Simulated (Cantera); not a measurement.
Charge: 1 mol SiHCl3, 0.46 mol HCl, 45 mol H2, at 0.290 bar.

These are equilibrium values from Cantera (NASA tables, ideal gas, pure condensed phases), not measurements of a reactor. Candidate condensed phases: Si; 19 gas species. The tables' values for SiCl3 are old estimates; treat these amounts as uncertain. Kinetics and transport are ignored. All values below are at 825 °C.

Base state: H2 0.965, HCl 0.0184, SiCl4 0.00813, SiHCl3 0.00620, SiCl2 0.000712, SiCl3 0.000642, SiH2Cl2 0.000567, SiH3Cl 1.37e-5 (mole fractions); condensed: Si(s).

### Question
What changes in the equilibrium state with this change: pressure from 0.290 bar to 0.0420 bar?

### Answer
| species | before | after |
|---|---|---|
| H2 | 0.965 | 0.958 |
| HCl | 0.0184 | 0.0287 |
| SiCl4 | 0.00813 | 0.00703 |
| SiHCl3 | 0.00620 | 0.00342 |
| SiH3Cl | 1.37e-5 | 3.07e-6 |
| SiH2Cl2 | 0.000567 | 0.000199 |
| Si(s), mol | 0.240 | 0.375 |
